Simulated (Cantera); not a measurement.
## Transport properties of process gases

Gas mixture: 100 % CH4, at 7.00 bar, frozen composition.

Cantera's kinetic-theory transport with the Lennard-Jones parameters of GRI-Mech 3.0, ideal gas; thermal conductivity in the mixture-averaged form. The composition is frozen, though it would react at the higher temperatures.

```
T (K)  ρ (kg/m³)  cp (J/kg/K)  μ (µPa s)  λ (mW/m/K)     Pr  D (cm²/s) OH  D (cm²/s) CH3  D (cm²/s) H2O
-----  ---------  -----------  ---------  ----------  -----  ------------  -------------  -------------
400         3.38         2526       14.4        50.7  0.720        0.0791         0.0561         0.0577
550         2.46         3093       18.3        78.5  0.722         0.137         0.0981          0.106
700         1.93         3656       21.7         109  0.726         0.206          0.148          0.166
850         1.59         4143       24.8         141  0.726         0.285          0.207          0.235
1000        1.35         4589       27.7         174  0.731         0.374          0.272          0.314
1150        1.17         4962       30.3         206  0.732         0.473          0.344          0.402
```
D: mixture-averaged diffusion coefficient of that species in the mixture.
